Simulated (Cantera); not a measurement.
# Thermodynamics of boron, boron nitride and boron oxide, feed B2H6 + H2O

A closed system holds: 1 mol B2H6, 0.23 mol H2O, held at 2148 K and 1.33 mbar.

Equilibrium computed with Cantera from the NASA thermochemical tables; the gas is ideal and each condensed phase is pure. Candidate condensed phases: B, B2O3, B3O3H3, H2O; 23 gas species. The feed counts by its element totals alone. The tables' values for BH2 are old estimates; treat these amounts as uncertain. Rates play no part.

| Item | Result |
|---|---|
| x(H2) | 0.832 |
| x(H) | 0.104 |
| x(BO) | 0.0369 |
| x(HBO) | 0.0232 |
| x(B2O2) | 0.00144 |
| x(B) | 0.000988 |
| x(BH2) | 0.000857 |
| x(B2O) | 0.000769 |
| x(BH) | 4.54e-5 |
| n(B(s)) | 1.76 mol |
| gas amount | 3.604 mol |
